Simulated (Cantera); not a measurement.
Input: 1 mol Si, 0.3 mol O2, 8.8 mol N2, 0.0014 mol H2O, at 977 °C.

Cantera equilibrium calculation (NASA polynomials, part measured and part estimated; ideal gas, pure solids and liquids). Candidate condensed phases: H2O, Si, SiO2, Si2N2O, Si3N4; 35 gas species. N2 is the only nitrogen source here; it is nearly inert below about 1500 K, so the nitride shown seldom forms there in practice. Mutual solubility and eutectic melting of coexisting phases are not modelled. The tables hold silica as quartz up to 1696 K and as liquid above; real silica turns to tridymite and cristobalite and melts near 1996 K. Rates play no part.

Question: Which condensed phases are stable at each of these points (P (Pa)): 0.100, 1, 10, 100, 1000, 10000, 100000, 1000000?

Answer: 
```
P (Pa)             condensed phases  Si condensed (%)
-------  --------------------------  ----------------
0.100                     Si2N2O(s)              79.7
1        SiO2(β-quartz) + Si2N2O(s)              97.3
10       SiO2(β-quartz) + Si2N2O(s)              99.9
100      SiO2(β-quartz) + Si2N2O(s)             100.0
1000     SiO2(β-quartz) + Si2N2O(s)             100.0
10000    SiO2(β-quartz) + Si2N2O(s)             100.0
100000   SiO2(β-quartz) + Si2N2O(s)             100.0
1000000  SiO2(β-quartz) + Si2N2O(s)             100.0
```

At 0.100 Pa the condensed part is Si2N2O(s). From 1.00 Pa to 1000000 Pa the condensed part is SiO2(β-quartz) + Si2N2O(s).
